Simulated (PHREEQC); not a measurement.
0.074 g of hydrous ferric oxide (600 m²/g; 0.2 weak and 0.005 strong sites per Fe, Dzombak-Morel constants, diffuse double layer) in 1 kg of water with 0.05 mol/kgw of an inert sodium salt and 1.9e-05 mol ZnSO4 and 1e-06 mol NaF, at 25 °C; the pH is set by adding NaOH or the inert anion's acid. O2 is buffered at 0.21 atm. No CO2 enters from the air. No solid was allowed to form.

Base run: PHREEQC, ion-association model, wateq4f.dat. Each further column changes one thing. The table gives Zn sorbed (%).

```csv
pH,base,no electrostatic term (-no_edl),background salt from 0.05 to 0.005 mol/kgw,oxide from 0.074 to 0.37 g/kgw,2.8e-05 mol/kgw BaCl2 added
4,0.0,0.0,0.0,0.0,0.0
5,0.6,1.0,0.7,2.6,0.6
5.5,3.8,6.9,4.4,15.3,3.8
6,13.3,20.2,14.6,48.2,13.3
7,50.5,78.0,53.8,95.9,50.5
8,97.1,98.5,97.8,99.9,97.1
8.5,99.4,99.2,99.6,100.0,99.4
9,99.7,98.3,99.8,100.0,99.7
10,99.5,60.3,99.7,100.0,99.1
```

 In at least one series the solution becomes supersaturated in solids that the run did not let form, among them Zn(OH)2-e.
